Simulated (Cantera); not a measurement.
Pyrogenic steam for wet oxidation

A perfectly stirred reactor is fed with H2 : O2 : N2 = 0.56 : 1 : 3.9 (molar parts), at 0.132 atm; it is held at 1175 K, and followed from long to short residence time.

Model: GRI-Mech 3.0 (53 species, 325 reactions), integrated in Cantera. The temperature is held fixed by assumption; the heat of reaction is taken as removed at once.

| τ (s) | x H2 | x O2 | x N2O | x O | x OH | x NO2 | x H |
|---|---|---|---|---|---|---|---|
| 1.3 | 0.000145 | 0.139 | 1.55e-7 | 0.000110 | 0.000269 | 5.52e-10 | 1.70e-5 |
| 0.65 | 0.000228 | 0.139 | 1.35e-7 | 0.000176 | 0.000340 | 3.96e-10 | 3.40e-5 |
| 0.33 | 0.000351 | 0.139 | 1.16e-7 | 0.000276 | 0.000428 | 3.16e-10 | 6.70e-5 |
| 0.17 | 0.000534 | 0.139 | 9.85e-8 | 0.000428 | 0.000538 | 2.76e-10 | 0.000130 |
| 0.085 | 0.000822 | 0.139 | 8.18e-8 | 0.000671 | 0.000686 | 2.55e-10 | 0.000258 |
| 0.043 | 0.00125 | 0.139 | 6.72e-8 | 0.00104 | 0.000872 | 2.42e-10 | 0.000505 |
| 0.022 | 0.00186 | 0.139 | 5.47e-8 | 0.00157 | 0.00111 | 2.31e-10 | 0.000970 |
| 0.011 | 0.00281 | 0.139 | 4.36e-8 | 0.00239 | 0.00141 | 2.19e-10 | 0.00188 |
| 0.0055 | 0.00420 | 0.139 | 3.44e-8 | 0.00357 | 0.00180 | 2.04e-10 | 0.00357 |
| 0.0028 | 0.00617 | 0.139 | 2.70e-8 | 0.00513 | 0.00224 | 1.85e-10 | 0.00642 |
| 0.0014 | 0.00906 | 0.140 | 2.08e-8 | 0.00715 | 0.00275 | 1.57e-10 | 0.0110 |
x: mole fraction; the columns are a selection and need not sum to one.
